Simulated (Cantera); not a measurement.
Input: 1 mol Fe(CO)₅, 0.045 mol O₂, 6.7 mol H₂, at 952 °C and 10.0 Torr.

Method: chemical equilibrium by Gibbs-energy minimisation in Cantera with the NASA 1993 tables (ideal gas, pure condensed phases). Candidate condensed phases: C, C₆H₆, C₇H₈, C₈H₁₈, Fe, Fe(CO)₅, FeO, Fe(OH)₂, Fe(OH)₃, Fe₂O₃, Fe₃O₄, H₂O; 114 gas species. Equilibrium is a limit: real reactors are often held back by kinetics, nucleation or transport.

Base state: H₂ 0.568, CO 0.425, H₂O 0.00510, CO₂ 0.00260 (mole fractions); condensed: Fe(γ).

### Question
What changes in the equilibrium state with this change: temperature from 952 °C to 802 °C?

### Answer
```csv
species,before,after
H₂,0.568,0.568
CO,0.425,0.424
H₂O,0.00510,0.00428
CO₂,0.00260,0.00343
CH₄,6.99e-7,1.84e-5
"Fe(γ), mol",1.00,0
"Fe(α), mol",0,1.00
```

### Question
What changes in the equilibrium state with this change: O₂ from 0.045 to 0.19 mol?

### Answer
| species | before | after |
|---|---|---|
| H₂ | 0.568 | 0.551 |
| CO | 0.425 | 0.416 |
| H₂O | 0.00510 | 0.0214 |
| CO₂ | 0.00260 | 0.0110 |
| Fe(γ), mol | 1.00 | 1.00 |

### Question
What changes in the equilibrium state with this change: temperature from 952 °C to 1175 °C?

### Answer
```json
[
 {"species": "H₂", "before": "0.568", "after": "0.567"},
 {"species": "CO", "before": "0.425", "after": "0.425"},
 {"species": "H₂O", "before": "0.00510", "after": "0.00584"},
 {"species": "CO₂", "before": "0.00260", "after": "0.00185"},
 {"species": "H", "before": "2.03e-6", "after": "6.02e-5"},
 {"species": "Fe(γ), mol", "before": "1.00", "after": "1.000"}
]
```
